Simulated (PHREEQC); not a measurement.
Make-up at 85 °C: 0.0072 mol/kgw NaOH, 0.0034 mol/kgw NaAlO2, 0.013 mol/kgw K2CO3 and 0.0004 mol/kgw LiCl. Closed to the air; pH follows from the charge balance.

All values are PHREEQC results (ion-association model, wateq4f.dat), not measurements.

No solid was allowed to form.

### Question
Order these C species by the share of C that they hold, largest first: HCO3-, NaCO3-, CO3-2.

### Answer
CO3-2 (51 %), NaCO3- (34 %), HCO3- (16 %)

The pH is 10.39 and the ionic strength 0.0392 mol/kgw. Away from 25 °C the constants follow the database's enthalpies or fits; those with neither stay at their 25 °C values.
